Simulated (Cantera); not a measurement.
A freely propagating, adiabatic, planar premixed flame of CH₄ : O₂ : N₂ = 1 : 1.67 : 6.27 (molar parts), unburnt at 475 K and 1.01 bar; mixture-averaged transport, grid criteria slope 0.08 and curve 0.16, no radiation.

Computed with Cantera and GRI-Mech 3.0 (53 species, 325 reactions). Burning velocities carry a grid error of a few per cent, more on coarse grids.

What does this change do: inlet temperature 475 to 350 K?


| quantity | before | after |
|---|---|---|
| laminar burning velocity | 76.4 cm/s | 44.2 cm/s |
| thermal thickness | 0.375 mm | 0.432 mm |
| peak x(C₂H₂) | 0.000495 | 0.000457 |
| peak x(HCN) | 1.53e-5 | 1.45e-5 |

What does this change do: inlet temperature 475 to 575 K?


```tsv
quantity	before	after
laminar burning velocity	76.4 cm/s	111 cm/s
thermal thickness	0.375 mm	0.340 mm
peak x(C₂H₂)	0.000495	0.000536
peak x(HCN)	1.53e-5	1.61e-5
```

What does this change do: inlet temperature 475 to 425 K?


```tsv
quantity	before	after
laminar burning velocity	76.4 cm/s	62.2 cm/s
thermal thickness	0.375 mm	0.395 mm
peak x(C₂H₂)	0.000495	0.000478
peak x(HCN)	1.53e-5	1.49e-5
```
